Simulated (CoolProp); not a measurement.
Vapour-liquid equilibrium of acetone (1) + benzene (2) at 123.45 °C; x and y are mole fractions of (1).

Computed with CoolProp (multi-fluid Helmholtz-energy mixture model, Lemmon 2006 and Thol 2012; pair parameters Bell 2016).

```json
[
 {"x": "0.05", "bubble pressure, mixture model (MPa)": "0.3506", "bubble pressure, Raoult's law (MPa)": "0.3421", "y, mixture model": "0.111", "y, Raoult's law": "0.096"},
 {"x": "0.125", "bubble pressure, mixture model (MPa)": "0.3848", "bubble pressure, Raoult's law (MPa)": "0.3667", "y, mixture model": "0.243", "y, Raoult's law": "0.223"},
 {"x": "0.2", "bubble pressure, mixture model (MPa)": "0.4157", "bubble pressure, Raoult's law (MPa)": "0.3914", "y, mixture model": "0.348", "y, Raoult's law": "0.334"},
 {"x": "0.275", "bubble pressure, mixture model (MPa)": "0.4441", "bubble pressure, Raoult's law (MPa)": "0.4160", "y, mixture model": "0.436", "y, Raoult's law": "0.432"},
 {"x": "0.35", "bubble pressure, mixture model (MPa)": "0.4704", "bubble pressure, Raoult's law (MPa)": "0.4406", "y, mixture model": "0.513", "y, Raoult's law": "0.520"},
 {"x": "0.425", "bubble pressure, mixture model (MPa)": "0.4951", "bubble pressure, Raoult's law (MPa)": "0.4653", "y, mixture model": "0.581", "y, Raoult's law": "0.598"},
 {"x": "0.5", "bubble pressure, mixture model (MPa)": "0.5184", "bubble pressure, Raoult's law (MPa)": "0.4899", "y, mixture model": "0.643", "y, Raoult's law": "0.668"},
 {"x": "0.575", "bubble pressure, mixture model (MPa)": "0.5407", "bubble pressure, Raoult's law (MPa)": "0.5145", "y, mixture model": "0.701", "y, Raoult's law": "0.731"},
 {"x": "0.65", "bubble pressure, mixture model (MPa)": "0.5621", "bubble pressure, Raoult's law (MPa)": "0.5392", "y, mixture model": "0.757", "y, Raoult's law": "0.789"},
 {"x": "0.725", "bubble pressure, mixture model (MPa)": "0.5828", "bubble pressure, Raoult's law (MPa)": "0.5638", "y, mixture model": "0.810", "y, Raoult's law": "0.841"},
 {"x": "0.8", "bubble pressure, mixture model (MPa)": "0.6029", "bubble pressure, Raoult's law (MPa)": "0.5884", "y, mixture model": "0.863", "y, Raoult's law": "0.889"},
 {"x": "0.875", "bubble pressure, mixture model (MPa)": "0.6225", "bubble pressure, Raoult's law (MPa)": "0.6131", "y, mixture model": "0.914", "y, Raoult's law": "0.934"},
 {"x": "0.95", "bubble pressure, mixture model (MPa)": "0.6416", "bubble pressure, Raoult's law (MPa)": "0.6377", "y, mixture model": "0.966", "y, Raoult's law": "0.974"}
]
```

The largest gap from Raoult's law is +6.8 % in bubble pressure, at x = 0.35. No azeotrope shows between x = 0.05 and 0.95.

The pair parameters rest on a limited set of measurements; away from them the model extrapolates.
